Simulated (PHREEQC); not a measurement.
Make-up at 25 °C: 0.07 mol/kgw HF and 0.0003 mol/kgw NH4HF2. Closed to the air; pH follows from the charge balance.

Computed with PHREEQC (ion-association model, wateq4f.dat).

```csv
quantity,before,after
pH,2.21,2.78
ionic strength (mol/kgw),0.00699,0.0723
HF (mol/kgw),0.0496,0.00649
H2F2 (mol/kgw),0.00643,0.000112
F- (mol/kgw),0.00587,0.00335
HF2- (mol/kgw),0.00112,8.48e-5
```

Name the change that produced these shifts.
A) temperature from 25 to 65 °C
B) 0.028 mol/kgw K2HPO4 added
C) diluted 2-fold with water
D) HF replaced by NH4BF4 at the same molality
E) HF from 0.07 to 0.014 mol/kgw

D, HF replaced by NH4BF4 at the same molality

Precipitation was switched off in this run. Real BF4- forms and hydrolyses slowly; the run takes it at equilibrium.
